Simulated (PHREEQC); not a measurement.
A solution holds 0.063 mol/kgw CuCl2, 0.081 mol/kgw HBF4 and 0.002 mol/kgw H3BO3, at 66 °C. Closed to the air; pH follows from the charge balance.

All values are PHREEQC results (ion-association model, wateq4f.dat), not measurements.

No solid was allowed to form.

Task: Order these Cl species by the share of Cl that they hold, largest first: CuCl2, CuCl+, Cl-.

Result: Cl- (83 %), CuCl+ (16 %), CuCl2 (1.2 %)

Task: Order these B species by the share of B that they hold, largest first: BF3OH-, BF2(OH)2-, BF4-, H3BO3.

Result: BF4- (88 %), H3BO3 (8.5 %), BF3OH- (3.1 %), BF2(OH)2- (0.74 %)

The pH is 1.23 and the ionic strength 0.223 mol/kgw. Complexes and solids missing from the database can't appear. At this temperature some constants are extrapolated from 25 °C, and those without enthalpy data are left unchanged. Real BF4- forms and hydrolyses slowly; the run takes it at equilibrium.
